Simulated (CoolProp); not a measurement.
The fluid at 353.23 K and 7.59 MPa flows at 0.18 m/s in a round tube of 100 mm bore and 45 µm roughness, fully developed (64/Re and Nu = 3.66 if laminar; Colebrook and Gnielinski if turbulent). The same conditions are run with several fluids, on thermodynamics alone (safety and materials aside).

Values from CoolProp's reference Helmholtz-energy equation of state of each fluid (o-xylene: Zhou 2012; n-hexane: Thol 2019; R11: Jacobsen 1992; toluene: Lemmon 2006; R141b: Lemmon 2006).

Question: Rank o-xylene, n-hexane, R11, toluene, R141b by Reynolds number, highest first.

Answer: R11 (84800), R141b (80800), n-hexane (55000), toluene (43500), o-xylene (34200)

| fluid | Darcy friction factor | pressure drop (Pa/m) | heat-transfer coefficient (W/(m² K)) | mass flow (kg/h) |
|---|---|---|---|---|
| o-xylene | 0.0240 | 3.25 | 295 | 4250 |
| n-hexane | 0.0220 | 2.19 | 343 | 3130 |
| R11 | 0.0206 | 4.56 | 311 | 6950 |
| toluene | 0.0230 | 3.04 | 322 | 4160 |
| R141b | 0.0207 | 3.84 | 329 | 5820 |

Transport values come from each fluid's own correlations; those of R11, R141b are estimates that may be off by 10 % or more.
